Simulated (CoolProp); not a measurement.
Saturation properties of R1336mzz(Z).

Computed with CoolProp (reference Helmholtz-energy equation of state, McLinden 2020).

```tsv
T (°C)	p (MPa)	liquid cp (kJ/(kg K))	vapour Z
-16.25	0.01059	1.135	0.9896
1.55	(withheld)	1.172	0.9796
19.35	0.05865	1.209	0.9643
37.15	0.1158	(withheld)	0.9428
54.85	0.2089	1.284	0.9143
72.65	0.3525	1.327	(withheld)
90.45	0.5614	1.377	0.8316
108.25	0.8529	1.441	0.7748
125.95	1.244	1.539	0.7045
143.75	1.764	1.736	(withheld)
```

Problem. Fill in the missing entries.

Solution. 
- 1.55, p (MPa): 0.02667
- 37.15, liquid cp (kJ/(kg K)): 1.246
- 72.65, vapour Z: 0.8776
- 143.75, vapour Z: 0.6134

It boils at 33.5 °C under 1 atm.
